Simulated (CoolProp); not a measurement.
Vapour-liquid equilibrium of R143a (1) + dimethyl ether (2) at 311.4 K; x and y are mole fractions of (1).

Computed with CoolProp (multi-fluid Helmholtz-energy mixture model, Lemmon and Jacobsen 2000 and Wu 2011; pair parameters Bell 2016).

### Question
Give the bubble pressure and the first vapour's composition at x = 0.05, 0.2, 0.65. Is there an azeotrope?

### Answer
x = 0.05: 0.9007 MPa, y = 0.094; x = 0.2: 1.046 MPa, y = 0.319; x = 0.65: 1.448 MPa, y = 0.751. No azeotrope shows between x = 0.05 and 0.95.

The pair parameters rest on a limited set of measurements; away from them the model extrapolates.
